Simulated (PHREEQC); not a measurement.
Dissolve 0.0013 mol MgCl2, 0.00056 mol Na2SO4 and 0.0035 mol KCl per kg of water at 41 °C. It is in equilibrium with CO2 at log p = -3.4 (atm). Otherwise closed; pH follows from the charge balance.

The numbers come from PHREEQC with the ion-association model, phreeqc.dat.

```yaml
pH: 5.67
ionic_strength: 0.00870 mol/kgw
specific_conductance: 1260 µS/cm
```

```json
[
 {"species": "Cl-", "molality": "0.00610", "activity": "0.00551", "log γ": "-0.044"},
 {"species": "K+", "molality": "0.00349", "activity": "0.00315", "log γ": "-0.044"},
 {"species": "Mg+2", "molality": "0.00121", "activity": "0.000827", "log γ": "-0.166"},
 {"species": "Na+", "molality": "0.00112", "activity": "0.00101", "log γ": "-0.043"},
 {"species": "SO4-2", "molality": "0.000459", "activity": "0.000311", "log γ": "-0.170"},
 {"species": "MgSO4", "molality": "8.88e-5", "activity": "8.90e-5", "log γ": "0.001"},
 {"species": "KSO4-", "molality": "9.87e-6", "activity": "8.96e-6", "log γ": "-0.042"},
 {"species": "CO2", "molality": "9.22e-6", "activity": "9.24e-6", "log γ": "0.001"}
]
```

Precipitation was switched off in this run. Away from 25 °C the constants follow the database's enthalpies or fits; those with neither stay at their 25 °C values.
